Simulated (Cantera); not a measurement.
Ignition delay

Mixture: CH₄ : O₂ : N₂ = 1 : 3.12 : 15 (molar parts), at 3750 Torr, adiabatic and at constant volume. Ignition delay is the time to a rise of 400 K.

Computed with Cantera and GRI-Mech 3.0 (53 species, 325 reactions).

```
T0 (K)  delay (ms)
------  ----------
1323          2.16
1398         0.938
1473         0.432
1548         0.211
1623         0.109
```

* **apparent activation energy between 1473 and 1623 K**: 180 kJ/mol
